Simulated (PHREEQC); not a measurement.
Dissolve 1.9 mmol/kgw ZnSO4, 0.14 mmol/kgw ZnCl2, 0.11 mmol/kgw NaF and 0.43 mmol/kgw NaCl at 20 °C. Closed to the air; pH follows from the charge balance.

The numbers come from PHREEQC with the ion-association model, wateq4f.dat.

Question: The ionic strength comes out as 0.00730 mol/kgw. What activity coefficients do Cl-, ZnF+, Na+, ZnOH+, SO4-2 get?

Answer: Cl- 0.91, ZnF+ 0.91, Na+ 0.92, ZnOH+ 0.91, SO4-2 0.70.

Precipitation was switched off in this run.
